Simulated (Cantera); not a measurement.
**Moist CO burnout**

An isothermal, constant-pressure homogeneous reactor starts with 0.932 % CO, 0.288 % O₂, 2.69 % H₂O, 96.1 % N₂, at 1000 K and 63000 Pa.

Model: GRI-Mech 3.0 (53 species, 325 reactions), integrated in Cantera.

| t (s) | x CO | x O₂ | x H₂O | x NO | x H₂O₂ | x HO₂ | x CO₂ |
|---|---|---|---|---|---|---|---|
| 7.00e-5 | 0.00932 | 0.00288 | 0.0269 | <1e-12 | <1e-12 | <1e-12 | 1.29e-12 |
| 0.000228 | 0.00932 | 0.00288 | 0.0269 | <1e-12 | <1e-12 | <1e-12 | 4.54e-12 |
| 0.000743 | 0.00932 | 0.00288 | 0.0269 | <1e-12 | <1e-12 | <1e-12 | 1.96e-11 |
| 0.00242 | 0.00932 | 0.00288 | 0.0269 | <1e-12 | <1e-12 | 2.40e-11 | 1.37e-10 |
| 0.00788 | 0.00932 | 0.00288 | 0.0269 | <1e-12 | <1e-12 | 6.38e-10 | 2.42e-9 |
| 0.0257 | 0.00932 | 0.00288 | 0.0269 | <1e-12 | 1.09e-9 | 2.71e-7 | 1.20e-6 |
| 0.0837 | 0.00372 | 0.000428 | 0.0262 | 3.51e-8 | 2.12e-8 | 2.27e-7 | 0.00563 |
| 0.273 | 0.00177 | 6.71e-7 | 0.0252 | 4.44e-8 | 3.91e-10 | 3.64e-10 | 0.00758 |
| 0.888 | 0.00146 | 1.80e-8 | 0.0249 | 4.42e-8 | 4.52e-11 | 1.01e-11 | 0.00789 |
| 2.89 | 0.00128 | 9.05e-10 | 0.0247 | 4.33e-8 | 5.31e-12 | <1e-12 | 0.00806 |
| 9.42 | 0.00116 | 5.83e-11 | 0.0246 | 4.02e-8 | <1e-12 | <1e-12 | 0.00819 |
| 30.7 | 0.00107 | 4.51e-12 | 0.0245 | 3.25e-8 | <1e-12 | <1e-12 | 0.00828 |
| 100 | 0.00101 | <1e-12 | 0.0244 | 2.07e-8 | <1e-12 | <1e-12 | 0.00834 |
x: mole fraction; the columns are a selection and need not sum to one.

Equilibrium at this temperature and pressure: CO 0.000712, O₂ <1e-12, H₂O 0.0241, NO <1e-12, H₂O₂ <1e-12, HO₂ <1e-12, CO₂ 0.00864 (gas phase only).
